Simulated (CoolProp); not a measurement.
Values from CoolProp's reference Helmholtz-energy equation of state, Gao 2020.

Give the vapour pressure (bar), liquid density (kg/m³), surface tension (mN/m) of saturated ammonia at 321.5, 326.7, 394.2 K.


```
T (K)  p (bar)  liquid density (kg/m³)  surface tension (mN/m)
-----  -------  ----------------------  ----------------------
321.5     19.5                     566                    15.2
326.7     22.3                     557                    14.1
394.2     92.8                     380                    1.33
```

Surface tension comes from a separate correlation (Mulero 2012).
